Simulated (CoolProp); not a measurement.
Propylene glycol along the isotherm 346.85 °C: density (kg/m³) from the reference equation and from simpler models built on Tc = 400.8 °C, pc = 7.292 MPa, ω = 0.327; each cubic takes its own stable root.

The numbers come from the reference Helmholtz-energy equation of state, Eisenbach 2021 in CoolProp.

| p (MPa) | phase | reference |
|---|---|---|
| 0.0115 | gas | 0.1699 |
| 0.0237 | gas | 0.3504 |
| 0.0486 | gas | 0.7196 |
| 0.0998 | gas | 1.482 |
| 0.205 | gas | 3.065 |
| 0.421 | gas | 6.385 |
| 0.865 | gas | 13.53 |
| 1.78 | gas | 30.00 |
| 3.65 | liquid | 670.2 |

Task: How far does each simpler model (van der Waals, Soave-Redlich-Kwong) lie from the reference over these 9 states: mean and median of the absolute difference, and the worst?

Result: 
- van der Waals: mean 10.5 %, median 0.2 %, worst -89.6 % at 346.85 °C and 3.65 MPa
- Soave-Redlich-Kwong: mean 9.9 %, median 0.0 %, worst -88.7 % at 346.85 °C and 3.65 MPa

At some of these states van der Waals, Soave-Redlich-Kwong gives the other phase, because its saturation line lies elsewhere.
